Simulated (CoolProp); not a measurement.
n-decane along the isotherm 620 K: Z from the reference equation and from simpler models built on Tc = 617.7 K, pc = 2101 kPa, ω = 0.488; each cubic takes its own stable root.

The numbers come from the reference Helmholtz-energy equation of state, Lemmon 2006 in CoolProp. It is a short technical equation, of lower accuracy than the large ones.

```json
[
 {"p (kPa)": "16.6", "phase": "gas", "reference": "0.9972", "van der Waals": "0.9977", "Soave-Redlich-Kwong": "0.9973"},
 {"p (kPa)": "37.8", "phase": "gas", "reference": "0.9937", "van der Waals": "0.9947", "Soave-Redlich-Kwong": "0.9939"},
 {"p (kPa)": "86", "phase": "gas", "reference": "0.9855", "van der Waals": "0.9878", "Soave-Redlich-Kwong": "0.9861"},
 {"p (kPa)": "196", "phase": "gas", "reference": "0.9665", "van der Waals": "0.9719", "Soave-Redlich-Kwong": "0.9680"},
 {"p (kPa)": "446", "phase": "gas", "reference": "0.9213", "van der Waals": "(withheld)", "Soave-Redlich-Kwong": "0.9252"},
 {"p (kPa)": "1010", "phase": "gas", "reference": "0.8050", "van der Waals": "(withheld)", "Soave-Redlich-Kwong": "(withheld)"},
 {"p (kPa)": "2310", "phase": "supercritical", "reference": "(withheld)", "van der Waals": "0.3052", "Soave-Redlich-Kwong": "(withheld)"},
 {"p (kPa)": "5250", "phase": "supercritical", "reference": "(withheld)", "van der Waals": "0.5107", "Soave-Redlich-Kwong": "(withheld)"}
]
```

Question: What belongs in the gaps?

Answer: 
- 446, van der Waals: 0.9340
- 1010, van der Waals: 0.8365
- 1010, Soave-Redlich-Kwong: 0.8170
- 2310, reference: 0.1956
- 2310, Soave-Redlich-Kwong: 0.2689
- 5250, reference: 0.3365
- 5250, Soave-Redlich-Kwong: 0.4133
